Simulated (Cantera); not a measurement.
Charge: 1 mol Ti(NMe2)4, 0.16 mol C3H8, 36 mol N2, at 1775 K and 0.133 bar.

These are equilibrium values from Cantera (NASA tables, ideal gas, pure condensed phases), not measurements of a reactor. Candidate condensed phases: C, C6H6, C7H8, C8H18, Ti, TiC, TiN; 93 gas species. The feed counts by its element totals alone. TiC: taken at fixed stoichiometry. The numbers say what is thermodynamically allowed, not how fast it happens.

Base state: N2 0.749, H2 0.248, HCN 0.00234, H 0.000395, HNC 8.38e-5, C2H2 (acetylene) 3.53e-5 (mole fractions); condensed: C(graphite) + TiC(s).

What changes in the equilibrium state with this change: Ti(NMe2)4 replaced by Ti(OiPr)4?


```tsv
species	before	after
N2	0.749	0.658
H2	0.248	0.266
CO	0	0.0732
C2H2 (acetylene)	3.53e-5	3.79e-5
H	0.000395	0.000409
HNC	8.38e-5	8.14e-5
HCN	0.00234	0.00227
C(graphite), mol	7.35	7.35
TiC(s), mol	1.00	1.00
```
Further candidate phases: H2O, TiO, TiO2, Ti2O3, Ti3O5, Ti4O7.

What changes in the equilibrium state with this change: pressure from 0.133 bar to 1.20 mbar?


| species | before | after |
|---|---|---|
| N2 | 0.749 | 0.748 |
| H2 | 0.248 | 0.246 |
| H | 0.000395 | 0.00414 |
| C2H2 (acetylene) | 3.53e-5 | 3.50e-5 |
| HNC | 8.38e-5 | 8.34e-5 |
| HCN | 0.00234 | 0.00233 |
| C(graphite), mol | 7.35 | 7.35 |
| TiC(s), mol | 1.00 | 1.00 |

What changes in the equilibrium state with this change: temperature from 1775 K to 2148.15 K?


```tsv
species	before	after
N2	0.749	0.743
H2	0.248	0.240
HCN	0.00234	0.0107
H	0.000395	0.00560
C2H2 (acetylene)	3.53e-5	0.000460
C(graphite), mol	7.35	6.85
TiC(s), mol	1.00	1.000
```
